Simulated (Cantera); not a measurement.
Input: 1 mol SiC, 1.6 mol N2, at 750 Torr.

Method: chemical equilibrium by Gibbs-energy minimisation in Cantera with the NASA 1993 tables (ideal gas, pure condensed phases). Candidate condensed phases: C, Si, SiC, Si3N4; 32 gas species. Ions and electrons are included (thermal ionisation). Kinetics and transport are ignored.

Q: Which condensed phases are stable at each of these points (T (K)): 2000, 2500, 3000, 3500, 4000, 4500, 5000?

A: 
| T (K) | condensed phases | Si condensed (%) |
|---|---|---|
| 2000 | SiC(s) | 100.0 |
| 2500 | C(graphite) + SiC(s) | 99.7 |
| 3000 | C(graphite) + SiC(s) | 63.7 |
| 3500 | gas only | 0.0 |
| 4000 | gas only | 0.0 |
| 4500 | gas only | 0.0 |
| 5000 | gas only | 0.0 |

At 2000 K the condensed part is SiC(s). From 2500 K to 3000 K the condensed part is C(graphite) + SiC(s). From 3500 K to 5000 K nothing is condensed.
